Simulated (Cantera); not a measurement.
An adiabatic, constant-pressure homogeneous reactor starts with CH₄ : CO : O₂ : N₂ = 1 : 0.71 : 2.14 : 8.05 (molar parts), at 1673 K and 10.0 bar.

Detailed kinetics in Cantera: GRI-Mech 3.0 (53 species, 325 reactions).

One state of this run: T (K) = 2989; x CH₄ = <1e-12; x CO = 0.0658; x O₂ = 0.0132; x CH₃ = <1e-12; x H₂O = 0.136; x N₂O = 1.77e-6. x: mole fraction; the columns are a selection and need not sum to one.

Question: Which value of t (s) does it belong to?
A) 4.31e-5
B) 9.28e-6
C) 2.00
D) 2.00e-6

Answer: C, 2.00
